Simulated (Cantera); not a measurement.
Cantera run:

```python
import numpy as np
import cantera as ct

gas_names = [...]  # 130 gases of nasa_gas.yaml made of C, H, Mg, O, S
cond_names = """
    C(gr) C6H6(L) C7H8(L) C8H18(L),n-octa H2O(s) H2O(L) H2SO4(L) Mg(cr) Mg(L) MgCO3(s) MgO(s) MgO(L)
    MgO2H2(s) MgS(s) MgSO4(s) MgSO4(L) S(cr1) S(cr2) S(L)
""".split()


# ... load() reads the species with a 1 bar reference pressure and builds the phases ...
atoms = {
    'MgSO4': {'Mg': 1, 'S': 1, 'O': 4},
    'C': {'C': 1},
    'H2O': {'H': 2, 'O': 1},
}
top_T = {'C(gr)': 4500, 'MgS(s)': 2250}  # K; cautious upper limits of use, not melting points


# ... equilibrate(T, P, feed) seeds the gas with the atoms and calls Mixture.equilibrate('TP', solver="vcs", rtol=1e-11, max_steps=5000) ...
results = []
feed = {'MgSO4': 1, 'C': 0.082, 'H2O': 0.21}  # mol
P = 1200  # Pa
for T in [800, 900, 1000, 1100, 1200, 1300, 1400, 1500, 1600, 1700, 1800, 1900, 2000, 2100]:
    mix = equilibrate(T, P, feed)
    results.append((T, P, feed, dict(zip(mix.species_names, mix.species_moles))))
    x = sorted(zip(gas.X, gas.species_names), reverse=True)
    print(f"T = {T:g} K  P = {P:g} Pa  gas = {mix.phase_moles(0):.4g} mol")
    print("   x: " + "  ".join(f"{s} {v:.3e}" for v, s in x if v > 0.0001))
    print("   condensed (mol): " + ("  ".join(f"{mix.phase(i).name} {mix.phase_moles(i):.4g}"
          for i in range(1, mix.n_phases) if mix.phase_moles(i) > 1e-12) or "none"))
```

It prints:

```
T = 800 K  P = 1200 Pa  gas = 0.456 mol
   x: H2O 4.605e-01  SO2 3.596e-01  CO2 1.798e-01
   condensed (mol): MgO(s) 0.164  MgSO4(s) 0.836
T = 900 K  P = 1200 Pa  gas = 0.456 mol
   x: H2O 4.605e-01  SO2 3.596e-01  CO2 1.798e-01
   condensed (mol): MgO(s) 0.164  MgSO4(s) 0.836
T = 1000 K  P = 1200 Pa  gas = 0.4562 mol
   x: H2O 4.603e-01  SO2 3.595e-01  CO2 1.797e-01  SO3 4.248e-04
   condensed (mol): MgO(s) 0.1642  MgSO4(s) 0.8358
T = 1100 K  P = 1200 Pa  gas = 0.6219 mol
   x: SO2 4.357e-01  H2O 3.377e-01  CO2 1.319e-01  O2 8.601e-02  SO3 8.712e-03
   condensed (mol): MgO(s) 0.2764  MgSO4(s) 0.7236
T = 1200 K  P = 1200 Pa  gas = 1.703 mol
   x: SO2 5.791e-01  O2 2.414e-01  H2O 1.233e-01  CO2 4.815e-02  SO3 8.014e-03
   condensed (mol): MgO(s) 1
T = 1300 K  P = 1200 Pa  gas = 1.707 mol
   x: SO2 5.821e-01  O2 2.430e-01  H2O 1.230e-01  CO2 4.804e-02  SO3 3.837e-03
   condensed (mol): MgO(s) 1
T = 1400 K  P = 1200 Pa  gas = 1.708 mol
   x: SO2 5.833e-01  O2 2.436e-01  H2O 1.229e-01  CO2 4.800e-02  SO3 2.040e-03  OH 1.070e-04
   condensed (mol): MgO(s) 1
T = 1500 K  P = 1200 Pa  gas = 1.709 mol
   x: SO2 5.839e-01  O2 2.439e-01  H2O 1.227e-01  CO2 4.797e-02  SO3 1.181e-03  OH 2.718e-04
   condensed (mol): MgO(s) 1
T = 1600 K  P = 1200 Pa  gas = 1.71 mol
   x: SO2 5.841e-01  O2 2.440e-01  H2O 1.225e-01  CO2 4.794e-02  SO3 7.327e-04  OH 6.143e-04
   condensed (mol): MgO(s) 1
T = 1700 K  P = 1200 Pa  gas = 1.71 mol
   x: SO2 5.841e-01  O2 2.438e-01  H2O 1.221e-01  CO2 4.788e-02  OH 1.260e-03  SO3 4.815e-04  O 2.015e-04
   condensed (mol): MgO(s) 1
T = 1800 K  P = 1200 Pa  gas = 1.712 mol
   x: SO2 5.837e-01  O2 2.434e-01  H2O 1.214e-01  CO2 4.772e-02  OH 2.382e-03  O 5.481e-04  SO3 3.317e-04  SO 2.139e-04  CO 1.817e-04  H2 1.209e-04
   condensed (mol): MgO(s) 1
T = 1900 K  P = 1200 Pa  gas = 1.714 mol
   x: SO2 5.825e-01  O2 2.427e-01  H2O 1.201e-01  CO2 4.736e-02  OH 4.197e-03  O 1.342e-03  SO 6.174e-04  CO 4.811e-04  H2 2.897e-04  SO3 2.375e-04  H 1.233e-04
   condensed (mol): MgO(s) 1
T = 2000 K  P = 1200 Pa  gas = 1.719 mol
   x: SO2 5.800e-01  O2 2.416e-01  H2O 1.179e-01  CO2 4.656e-02  OH 6.954e-03  O 3.003e-03  SO 1.600e-03  CO 1.143e-03  H2 6.315e-04  H 3.731e-04  SO3 1.754e-04
   condensed (mol): MgO(s) 1
T = 2100 K  P = 1200 Pa  gas = 1.728 mol
   x: SO2 5.748e-01  O2 2.400e-01  H2O 1.143e-01  CO2 4.500e-02  OH 1.089e-02  O 6.218e-03  SO 3.770e-03  CO 2.456e-03  H2 1.262e-03  H 1.011e-03  SO3 1.327e-04
   condensed (mol): MgO(s) 0.9999
```

Equilibrium computed with Cantera from the NASA thermochemical tables; the gas is ideal and each condensed phase is pure. Mutual solubility and eutectic melting of coexisting phases are not modelled.
